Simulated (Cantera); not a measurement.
An adiabatic, constant-pressure homogeneous reactor starts with CO : H₂ : CH₄ : O₂ : N₂ = 1 : 0.051 : 0.068 : 0.727 : 7.27 (molar parts), equivalence ratio 0.91, at 1250 K and 3750 Torr. Integrator tolerance rtol = 1e-08.

Detailed kinetics in Cantera: GRI-Mech 3.0 (53 species, 325 reactions).

Question: What does this change do: 0.61 parts CO2 added?

Answer: 
```csv
quantity,before,after
time of steepest temperature rise,0.231 ms,0.258 ms
temperature at 3.00 s,2252 K,2162 K
equilibrium temperature,2252 K,2162 K
x(CO) at 3.00 s,0.00497 (gas-phase equilibrium 0.00497),0.00415 (gas-phase equilibrium 0.00415)
x(H₂) at 3.00 s,0.000162 (gas-phase equilibrium 0.000162),9.03e-5 (gas-phase equilibrium 9.03e-5)
x(CH₄) at 3.00 s,<1e-12 (gas-phase equilibrium <1e-12),<1e-12 (gas-phase equilibrium <1e-12)
x(CH₂CO) at 3.00 s,<1e-12 (gas-phase equilibrium <1e-12),<1e-12 (gas-phase equilibrium <1e-12)
x(O) at 3.00 s,0.000154 (gas-phase equilibrium 0.000154),8.48e-5 (gas-phase equilibrium 8.48e-5)
x(O₂) at 3.00 s,0.00842 (gas-phase equilibrium 0.00842),0.00792 (gas-phase equilibrium 0.00792)
x(NO) at 3.00 s,0.00294 (gas-phase equilibrium 0.00294),0.00225 (gas-phase equilibrium 0.00225)
```
